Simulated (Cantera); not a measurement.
A Cantera script and what it prints.

```python
import numpy as np
import cantera as ct

gas_names = """
    Fe FeO Fe(OH)2 H HO2 H2 H2O H2O2 O OH O2 O3
""".split()
cond_names = """
    Fe(a) Fe(c) Fe(d) Fe(L) FeO(s) FeO(L) Fe(OH)2(s) Fe(OH)3(s) Fe2O3(s) Fe3O4(s) H2O(s) H2O(L)
""".split()


def load(file, names, dense=False):
    # The tables refer to 1 bar. Condensed volumes are neglected.
    table = {s.name: s for s in ct.Species.list_from_file(file)}
    out = []
    for n in names:
        d = dict(table[n].input_data)
        d["thermo"] = dict(d["thermo"], **{"reference-pressure": 1e5})
        if dense:
            d["equation-of-state"] = {"model": "constant-volume", "density": "1e6 g/cm^3"}
        out.append(ct.Species.from_dict(d))
    return out


gas = ct.Solution(thermo="ideal-gas", species=load("nasa_gas.yaml", gas_names))
cond = {s.name: ct.Solution(thermo="fixed-stoichiometry", species=[s], name=s.name)
        for s in load("nasa_condensed.yaml", cond_names, dense=True)}
atoms = {
    'Fe2O3': {'Fe': 2, 'O': 3},
    'H2': {'H': 2},
}
top_T = {'Fe2O3(s)': 1830, 'Fe3O4(s)': 1870}  # K; cautious upper limits of use, not melting points


def equilibrate(T, P, feed):
    n = {}
    for name, mol in feed.items():
        for a, k in atoms[name].items():
            n[a] = n.get(a, 0.0) + k * mol
    gas.TPX = T, P, n
    mass = sum(n.values()) * gas.mean_molecular_weight
    gas.equilibrate("TP")
    valid = [c for c in cond.values() if c.min_temp <= T <= top_T.get(c.name, c.max_temp)]
    mix = ct.Mixture([(gas, mass / gas.mean_molecular_weight)] + [(c, 0.0) for c in valid])
    mix.T, mix.P = T, P
    mix.equilibrate("TP", solver="vcs", rtol=1e-11, max_steps=5000)
    return mix


results = []
feed = {'Fe2O3': 1, 'H2': 2900}  # mol
P = 100000  # Pa
for T in [1023, 1073, 1123, 1173, 1223, 1273, 1323, 1373, 1423, 1473, 1523]:
    mix = equilibrate(T, P, feed)
    results.append((T, P, feed, dict(zip(mix.species_names, mix.species_moles))))

top = {s: max(r[3][s] / sum(r[3][g] for g in gas_names) for r in results) for s in gas_names}
cols = sorted((s for s in top if top[s] > 1e-05), key=lambda s: -top[s])[:5]
seen = [c for c in cond_names if any(r[3].get(c, 0) > 1e-12 for r in results)]
print("log10 of partial pressures in bar; condensed amounts in mol")
print(f"{'T/K':>10s}" + "".join(f"{s[:9]:>10s}" for s in cols + seen))
for T, P, feed, n in results:
    ng = sum(n[g] for g in gas_names)
    print(f"{T:10.4g}" + "".join(f"{np.log10(max(n[s] / ng * P / 1e5, 1e-99)):10.3f}" for s in cols)
          + "".join(f"{n.get(c, 0):10.4g}" for c in seen))
```

It prints:

```
log10 of partial pressures in bar; condensed amounts in mol
       T/K        H2       H2O         H     Fe(a)     Fe(c)
      1023    -0.000    -2.985    -8.383         2         0
      1073    -0.000    -2.985    -7.854         2         0
      1123    -0.000    -2.985    -7.371         2         0
      1173    -0.000    -2.985    -6.929         2         0
      1223    -0.000    -2.985    -6.522         0         2
      1273    -0.000    -2.985    -6.147         0         2
      1323    -0.000    -2.985    -5.800         0         2
      1373    -0.000    -2.985    -5.478         0         2
      1423    -0.000    -2.985    -5.178         0         2
      1473    -0.000    -2.985    -4.898         0         2
      1523    -0.000    -2.985    -4.636         0     1.999
```

These are equilibrium values from Cantera (NASA tables, ideal gas, pure condensed phases), not measurements of a reactor.
